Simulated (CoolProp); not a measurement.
n-perfluoropentane at 376.03 K and 8.68 MPa is throttled through a valve to 3.56 MPa with no heat exchange. Each further row changes one setting.

Model: reference Helmholtz-energy equation of state, Gao 2022, in CoolProp.

```
case                      temperature change (K)  final density (kg/m³)
------------------------  ----------------------  ---------------------
as stated                                      …                      …
outlet pressure 1.07 MPa                       …                      …
outlet pressure 4.63 MPa                       …                      …
```

**Question.** Some entries are withheld; supply them.

**Answer.** 
- as stated, temperature change (K): -0.2
- as stated, final density (kg/m³): 1340
- outlet pressure 1.07 MPa, temperature change (K): -0.9
- outlet pressure 1.07 MPa, final density (kg/m³): 1290
- outlet pressure 4.63 MPa, temperature change (K): -0.1
- outlet pressure 4.63 MPa, final density (kg/m³): 1360
